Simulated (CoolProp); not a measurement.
Diethyl ether along the isobar 3.37 MPa: fugacity coefficient from the reference equation and from simpler models built on Tc = 467.9 K, pc = 3.717 MPa, ω = 0.282; each cubic takes its own stable root.

The numbers come from the reference Helmholtz-energy equation of state, Thol 2014 in CoolProp.

| T (K) | phase | reference |
|---|---|---|
| 448.2 | liquid | 0.5871 |
| 456.5 | liquid | 0.6401 |
| 464.8 | gas | 0.6821 |
| 473.2 | gas | 0.7053 |
| 481.5 | gas | 0.7250 |
| 489.8 | gas | 0.7426 |
| 498.1 | gas | 0.7585 |
| 506.4 | gas | 0.7730 |
| 514.7 | gas | 0.7864 |
| 523.1 | gas | 0.7989 |
| 531.4 | gas | 0.8104 |
| 539.7 | gas | 0.8211 |
| 548 | gas | 0.8311 |

How far does each simpler model (van der Waals, Redlich-Kwong) lie from the reference over these 13 states: mean and median of the absolute difference, and the worst?


- van der Waals: mean 3.6 %, median 1.6 %, worst +15.3 % at 448.2 K and 3.37 MPa
- Redlich-Kwong: mean 1.7 %, median 1.3 %, worst +6.1 % at 448.2 K and 3.37 MPa
